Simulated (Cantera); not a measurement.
Input: 1 mol Si, 3.7 mol HF, equilibrated at 623.15 K and 3.80 Pa.

Cantera equilibrium calculation (NASA polynomials, part measured and part estimated; ideal gas, pure solids and liquids). Candidate condensed phases: Si; 25 gas species. Kinetics and transport are ignored.

Base state: H2 0.666, SiF4 0.332, SiHF3 0.00166 (mole fractions); condensed: Si(s).

What changes in the equilibrium state with this change: HF from 3.7 to 10 mol?


```json
[
 {"species": "HF", "before": "1.30e-8", "after": "0.667"},
 {"species": "H2", "before": "0.666", "after": "0.222"},
 {"species": "SiF4", "before": "0.332", "after": "0.111"},
 {"species": "SiHF3", "before": "0.00166", "after": "<1e-9"},
 {"species": "Si(s), mol", "before": "0.0738", "after": "0"}
]
```

What changes in the equilibrium state with this change: temperature from 623.15 K to 1098 K?


```json
[
 {"species": "H2", "before": "0.666", "after": "0.663"},
 {"species": "SiF4", "before": "0.332", "after": "0.320"},
 {"species": "SiF3", "before": "4.03e-7", "after": "0.0129"},
 {"species": "SiF2", "before": "<1e-9", "after": "0.000772"},
 {"species": "HF", "before": "1.30e-8", "after": "0.000666"},
 {"species": "SiH2F2", "before": "5.85e-6", "after": "1.39e-5"},
 {"species": "SiHF3", "before": "0.00166", "after": "0.00296"},
 {"species": "Si(s), mol", "before": "0.0738", "after": "0.0633"}
]
```
The tables' values for SiF3, SiF2 are old estimates; treat these amounts as uncertain.
